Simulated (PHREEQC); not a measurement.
Dissolve 2.3 mmol/kgw CuSO4, 1.6 mmol/kgw HBF4 and 0.63 mmol/kgw FeCl3 at 25 °C. Closed to the air; pH follows from the charge balance.

Equilibrium calculation in PHREEQC: ion-association model, phreeqc.dat.

| quantity | before | after |
|---|---|---|
| pH | 2.64 | 2.75 |
| ionic strength (mol/kgw) | 0.0105 | 0.00963 |

Question: Name the change that produced these shifts.
A) diluted 100-fold with water
B) CuSO4 left out
C) HBF4 left out
D) diluted 10-fold with water
E) temperature from 25 to 65 °C

Answer: E, temperature from 25 to 65 °C

This is a speciation only: nothing precipitates in the calculation. Some of these states are supersaturated (in Hematite (slow to form), Goethite (slow to form), for instance). Constants without temperature data keep their 25 °C values here. Real BF4- forms and hydrolyses slowly; the run takes it at equilibrium. Fluoro complexes past AlF4- and FeF3 are missing from the database.
